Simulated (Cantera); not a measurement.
Feed: 1 mol borazine, 0.31 mol N2, 0.12 mol NH3, held at 4.60 mbar.

Cantera equilibrium calculation (NASA polynomials, part measured and part estimated; ideal gas, pure solids and liquids). Candidate condensed phases: B, BN; 15 gas species. The feed counts by its element totals alone. Rates play no part. All values below are at 1125 K.

Base state: H2 0.896, N2 0.104 (mole fractions); condensed: BN(s).

**Question.** What changes in the equilibrium state with this change: 0.011 mol Cl2 added?

**Answer.** 
```tsv
species	before	after
H2	0.896	0.890
N2	0.104	0.104
HCl	0	0.00618
BN(s), mol	3.00	3.00
```
Further candidate phases: NH4Cl.
